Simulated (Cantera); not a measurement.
An isothermal, constant-pressure homogeneous reactor starts with 17.2 % C2H6, 82.8 % H2, at 1300 K and 10.00 Torr.

Computed with Cantera and GRI-Mech 3.0 (53 species, 325 reactions). GRI-Mech 3.0 stops at C3 and has no aromatics, soot or wall deposition, so with more carbon than oxygen in the feed, carbon stays in small species such as C2H2 where larger ones or solid carbon would form. Radical loss at walls, strong at low pressure, is not modelled.

x: mole fraction; the columns are a selection and need not sum to one.

| t (s) | x C2H6 | x H2 | x CH2 | x CH3 | x CH4 |
|---|---|---|---|---|---|
| 3.00e-6 | 0.172 | 0.828 | <1e-12 | 2.19e-6 | 2.08e-8 |
| 9.84e-6 | 0.172 | 0.828 | <1e-12 | 7.02e-6 | 2.21e-7 |
| 3.23e-5 | 0.172 | 0.828 | 3.95e-12 | ___ | ___ |
| 0.000106 | 0.172 | 0.828 | 1.03e-10 | 5.69e-5 | 2.11e-5 |
| 0.000347 | 0.172 | 0.827 | 1.39e-9 | 0.000111 | 0.000156 |
| 0.00114 | 0.168 | 0.827 | 1.37e-8 | 0.000294 | 0.00111 |
| 0.00373 | ___ | 0.824 | 1.03e-7 | 0.000987 | ___ |
| 0.0122 | 0.0640 | 0.808 | 1.10e-7 | 0.00100 | 0.0606 |
| 0.0402 | 0.00642 | 0.797 | 1.93e-8 | 0.000290 | 0.0986 |
| 0.132 | 0.000464 | 0.798 | 1.62e-9 | 7.41e-5 | 0.100 |
| 0.432 | 5.58e-5 | 0.800 | 2.06e-10 | 2.55e-5 | 0.0994 |
| 1.42 | 2.34e-5 | 0.803 | 8.93e-11 | 1.65e-5 | 0.0982 |
| 4.65 | 1.34e-5 | 0.808 | 7.64e-11 | 1.52e-5 | 0.0959 |
| 15.2 | 4.89e-6 | 0.812 | 6.01e-11 | 1.35e-5 | 0.0937 |
| 50.0 | 3.66e-6 | 0.813 | 5.66e-11 | 1.30e-5 | 0.0927 |

**Question.** What belongs in the gaps?

**Answer.** 
- 3.23e-5, x CH3: 2.15e-5
- 3.23e-5, x CH4: 2.27e-6
- 0.00373, x C2H6: 0.144
- 0.00373, x CH4: 0.0118
